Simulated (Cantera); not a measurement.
**Counterflow diffusion flame**

A counterflow diffusion flame at 1.20 bar, nozzles 20 mm apart: fuel side 94.7 % CO, 5.30 % H2 at 473 K, oxidiser side 24.0 % O2, 76.0 % N2 at 425 K, fuel mass flux 0.74 times the oxidiser's; mixture-averaged transport, no radiation.

Detailed kinetics in Cantera: GRI-Mech 3.0 (53 species, 325 reactions). The maximum strain rate includes the flame's own expansion and is several times the mean.

```json
[
 {"oxidiser flux (kg/m²/s)": "0.72", "max strain (1/s)": "261", "mean strain (1/s)": "69.4", "T max (K)": "2199", "peak x OH": "0.00587", "peak x H": "0.00616", "peak x NO": "0.000269", "peak x CO": "0.950"},
 {"oxidiser flux (kg/m²/s)": "1", "max strain (1/s)": "353", "mean strain (1/s)": "96.4", "T max (K)": "2150", "peak x OH": "0.00587", "peak x H": "0.00708", "peak x NO": "0.000190", "peak x CO": "0.950"},
 {"oxidiser flux (kg/m²/s)": "1.5", "max strain (1/s)": "515", "mean strain (1/s)": "145", "T max (K)": "2089", "peak x OH": "0.00579", "peak x H": "0.00829", "peak x NO": "0.000129", "peak x CO": "0.950"},
 {"oxidiser flux (kg/m²/s)": "2.2", "max strain (1/s)": "738", "mean strain (1/s)": "212", "T max (K)": "2029", "peak x OH": "0.00566", "peak x H": "0.00959", "peak x NO": "9.49e-5", "peak x CO": "0.949"},
 {"oxidiser flux (kg/m²/s)": "3.2", "max strain (1/s)": "1050", "mean strain (1/s)": "308", "T max (K)": "1966", "peak x OH": "0.00541", "peak x H": "0.0109", "peak x NO": "7.33e-5", "peak x CO": "0.949"},
 {"oxidiser flux (kg/m²/s)": "4.7", "max strain (1/s)": "1510", "mean strain (1/s)": "453", "T max (K)": "1900", "peak x OH": "0.00510", "peak x H": "0.0123", "peak x NO": "5.79e-5", "peak x CO": "0.949"},
 {"oxidiser flux (kg/m²/s)": "6.9", "max strain (1/s)": "2180", "mean strain (1/s)": "665", "T max (K)": "1829", "peak x OH": "0.00470", "peak x H": "0.0135", "peak x NO": "4.64e-5", "peak x CO": "0.949"},
 {"oxidiser flux (kg/m²/s)": "10", "max strain (1/s)": "3100", "mean strain (1/s)": "964", "T max (K)": "1757", "peak x OH": "0.00424", "peak x H": "0.0145", "peak x NO": "3.62e-5", "peak x CO": "0.949"},
 {"oxidiser flux (kg/m²/s)": "15", "max strain (1/s)": "4540", "mean strain (1/s)": "1450", "T max (K)": "1667", "peak x OH": "0.00360", "peak x H": "0.0149", "peak x NO": "2.50e-5", "peak x CO": "0.949"}
]
```
x: mole fraction; the columns are a selection and need not sum to one.
